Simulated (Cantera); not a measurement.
Ammonia decomposition in nitride growth gas

A perfectly stirred reactor is fed with 45.5 % NH3, 54.5 % N2, at 69.0 Torr; it is held at 1825 K, and followed from long to short residence time.

Model: the gas-phase N/H chemistry of the illustrative SiF4/NH3 mechanism in the Surface Chemkin manual (1991), integrated in Cantera. Walls and surfaces, which speed up NH3 decomposition in real reactors, are not modelled.

```csv
τ (s),x NH3,x N2H2,x H2,x NH2,x H,x NH
3.2,0.166,4.75e-7,0.297,0.000184,0.000122,3.25e-6
1.6,0.237,7.60e-7,0.224,0.000237,8.28e-5,3.63e-6
0.83,0.305,1.07e-6,0.154,0.000285,5.33e-5,3.84e-6
0.42,0.363,1.35e-6,0.0944,0.000326,3.16e-5,3.84e-6
0.21,0.403,1.56e-6,0.0526,0.000360,1.77e-5,3.61e-6
0.11,0.426,1.67e-6,0.0289,0.000385,9.92e-6,3.24e-6
0.054,0.440,1.70e-6,0.0142,0.000402,5.10e-6,2.78e-6
0.028,0.447,1.63e-6,0.00715,0.000405,2.69e-6,2.40e-6
0.014,0.451,1.46e-6,0.00328,0.000391,1.33e-6,2.03e-6
0.0071,0.453,1.14e-6,0.00139,0.000351,6.36e-7,1.64e-6
0.0036,0.454,6.93e-7,0.000512,0.000278,2.94e-7,1.14e-6
```
x: mole fraction; the columns are a selection and need not sum to one.
